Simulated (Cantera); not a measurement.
Cantera run:

```python
import numpy as np
import cantera as ct

gas_names = """
    CL CL2 H HCL H2 Si SiCL SiCL2 SiCL3 SiCL4 SiH SiHCL3 SiH2 SiH2CL2 SiH3 SiH3CL SiH4 Si2 Si3
""".split()
cond_names = """
    Si(cr) Si(L)
""".split()


# ... load() reads the species with a 1 bar reference pressure and builds the phases ...
atoms = {
    'Si': {'Si': 1},
    'HCl': {'H': 1, 'CL': 1},
    'H2': {'H': 2},
}
top_T = {}  # K; cautious upper limits of use, not melting points


# ... equilibrate(T, P, feed) seeds the gas with the atoms and calls Mixture.equilibrate('TP', solver="vcs", rtol=1e-11, max_steps=5000) ...
results = []
feed = {'Si': 1, 'HCl': 1, 'H2': 14}  # mol
T = 723  # K
P = 12000  # Pa
mix = equilibrate(T, P, feed)
results.append((T, P, feed, dict(zip(mix.species_names, mix.species_moles))))
print(gas.report(threshold=0.0001))
for i in range(1, mix.n_phases):
    print(f"{mix.phase(i).name:16s} {mix.phase_moles(i):12.5e} mol")
```

It prints:

```
       temperature   723 K
          pressure   12000 Pa
           density   0.009829 kg/m^3
  mean mol. weight   4.9238 kg/kmol
   phase of matter   gas

                          1 kg             1 kmol
                     ---------------   ---------------
          enthalpy        3.5339e+05          1.74e+06  J
   internal energy       -8.6748e+05       -4.2713e+06  J
           entropy             36530        1.7987e+05  J/K
    Gibbs function       -2.6058e+07       -1.2831e+08  J
 heat capacity c_p            6242.3             30736  J/K
 heat capacity c_v            4553.7             22422  J/K

                      mass frac. Y      mole frac. X     chem. pot. / RT
                     ---------------   ---------------   ---------------
               HCL         0.0032961        0.00044515           -48.721
                H2           0.40152           0.98067           -18.904
             SiCL4           0.38571          0.011179           -160.14
            SiHCL3           0.20246           0.00736           -130.32
           SiH2CL2         0.0068902         0.0003359            -100.5
     [  +14 minor]        0.00012118         6.183e-06

Si(cr)            7.22029e-01 mol
```

Cantera equilibrium calculation (NASA polynomials, part measured and part estimated; ideal gas, pure solids and liquids).
